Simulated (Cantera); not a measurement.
A closed system holds: 1 mol B2O3, 0.67 mol NF3, at 1900 Pa.

These are equilibrium values from Cantera (NASA tables, ideal gas, pure condensed phases), not measurements of a reactor. Candidate condensed phases: B, BN, B2O3; 31 gas species. Kinetics and transport are ignored.

x: gas mole fraction; n: condensed amount in mol.

```json
[
 {"T (K)": "975", "x BOF": "0.000281", "x BF3": "0.403", "x O2": "0.333", "x N2": "0.222", "x B3O3F3": "0.0410", "n B2O3(l)": "0.603"},
 {"T (K)": "1050", "x BOF": "0.00147", "x BF3": "0.399", "x O2": "0.333", "x N2": "0.222", "x B3O3F3": "0.0450", "n B2O3(l)": "0.596"},
 {"T (K)": "1125", "x BOF": "0.00608", "x BF3": "0.393", "x O2": "0.332", "x N2": "0.221", "x B3O3F3": "0.0481", "n B2O3(l)": "0.589"},
 {"T (K)": "1200", "x BOF": "0.0209", "x BF3": "0.381", "x O2": "0.329", "x N2": "0.219", "x B3O3F3": "0.0498", "n B2O3(l)": "0.578"},
 {"T (K)": "1275", "x BOF": "0.0609", "x BF3": "0.357", "x O2": "0.320", "x N2": "0.213", "x B3O3F3": "0.0490", "n B2O3(l)": "0.556"},
 {"T (K)": "1350", "x BOF": "0.152", "x BF3": "0.305", "x O2": "0.299", "x N2": "0.200", "x B3O3F3": "0.0435", "n B2O3(l)": "…"},
 {"T (K)": "1425", "x BOF": "0.319", "x BF3": "0.212", "x O2": "0.262", "x N2": "0.175", "x B3O3F3": "0.0312", "n B2O3(l)": "…"},
 {"T (K)": "1500", "x BOF": "0.529", "x BF3": "0.0960", "x O2": "0.215", "x N2": "0.143", "x B3O3F3": "0.0144", "n B2O3(l)": "…"},
 {"T (K)": "1575", "x BOF": "0.660", "x BF3": "0.0231", "x O2": "0.184", "x N2": "0.123", "x B3O3F3": "0.00354", "n B2O3(l)": "…"}
]
```

**Question.** Fill in the missing entries.

**Answer.** 
- 1350, n B2O3(l): 0.507
- 1425, n B2O3(l): 0.401
- 1500, n B2O3(l): 0.217
- 1575, n B2O3(l): 0.0440
